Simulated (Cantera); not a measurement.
A Cantera script and what it prints.

```python
import numpy as np
import cantera as ct

gas_names = """
    H HO2 H2 H2O H2O2 H2S H2SO4 Mg MgH MgO MgOH MgO2H2 MgS Mg2 O OH O2 O3 S SH SO SO2 SO3 S2 S2O S8
""".split()
cond_names = """
    H2O(s) H2O(L) H2SO4(L) Mg(cr) Mg(L) MgO(s) MgO(L) MgO2H2(s) MgS(s) MgSO4(s) MgSO4(L) S(cr1) S(cr2)
    S(L)
""".split()


# ... load() reads the species with a 1 bar reference pressure and builds the phases ...
atoms = {
    'MgO': {'Mg': 1, 'O': 1},
    'SO3': {'S': 1, 'O': 3},
    'H2O': {'H': 2, 'O': 1},
}
top_T = {'MgS(s)': 2250}  # K; cautious upper limits of use, not melting points


# ... equilibrate(T, P, feed) seeds the gas with the atoms and calls Mixture.equilibrate('TP', solver="vcs", rtol=1e-11, max_steps=5000) ...
results = []
feed = {'MgO': 1, 'SO3': 0.54, 'H2O': 0.26}  # mol
P = 10000  # Pa
for T in [1098, 1148, 1198, 1248, 1298, 1348, 1398, 1448, 1498, 1548, 1598, 1648, 1698, 1748]:
    mix = equilibrate(T, P, feed)
    results.append((T, P, feed, dict(zip(mix.species_names, mix.species_moles))))

top = {s: max(r[3][s] / sum(r[3][g] for g in gas_names) for r in results) for s in gas_names}
cols = sorted((s for s in top if top[s] > 1e-05), key=lambda s: -top[s])[:9]
seen = [c for c in cond_names if any(r[3].get(c, 0) > 1e-12 for r in results)]
print("log10 of partial pressures in bar; condensed amounts in mol")
print(f"{'T/K':>10s}" + "".join(f"{s[:9]:>10s}" for s in cols + seen))
for T, P, feed, n in results:
    ng = sum(n[g] for g in gas_names)
    print(f"{T:10.4g}" + "".join(f"{np.log10(max(n[s] / ng * P / 1e5, 1e-99)):10.3f}" for s in cols)
          + "".join(f"{n.get(c, 0):10.4g}" for c in seen))
```

Result:

```
log10 of partial pressures in bar; condensed amounts in mol
       T/K       H2O       SO2        O2       SO3        OH         O        H2        SO    MgO(s)  MgSO4(s)
      1098    -1.025    -2.438    -2.739    -4.004    -6.709    -9.994    -8.557   -11.375    0.4703    0.5297
      1148    -1.087    -1.925    -2.226    -3.436    -6.275    -9.213    -8.361   -10.492     0.499     0.501
      1198    -1.334    -1.457    -1.758    -2.918    -5.973    -8.498    -8.369    -9.684    0.6627    0.3373
      1248    -1.611    -1.306    -1.607    -2.861    -5.789    -7.980    -8.287    -9.081         1         0
      1298    -1.612    -1.303    -1.604    -3.013    -5.527    -7.570    -7.887    -8.592         1         0
      1348    -1.613    -1.302    -1.603    -3.154    -5.284    -7.191    -7.516    -8.140         1         0
      1398    -1.613    -1.300    -1.601    -3.285    -5.058    -6.838    -7.171    -7.721         1         0
      1448    -1.614    -1.300    -1.601    -3.408    -4.848    -6.510    -6.849    -7.331         1         0
      1498    -1.614    -1.299    -1.600    -3.522    -4.652    -6.204    -6.549    -6.967         1         0
      1548    -1.614    -1.299    -1.600    -3.629    -4.468    -5.917    -6.267    -6.627         1         0
      1598    -1.615    -1.298    -1.600    -3.729    -4.296    -5.649    -6.003    -6.308         1         0
      1648    -1.615    -1.298    -1.599    -3.823    -4.135    -5.396    -5.755    -6.009         1         0
      1698    -1.615    -1.298    -1.599    -3.911    -3.983    -5.159    -5.522    -5.727         1         0
      1748    -1.616    -1.298    -1.600    -3.994    -3.840    -4.935    -5.301    -5.462         1         0
```

Equilibrium computed with Cantera from the NASA thermochemical tables; the gas is ideal and each condensed phase is pure. Mutual solubility and eutectic melting of coexisting phases are not modelled.
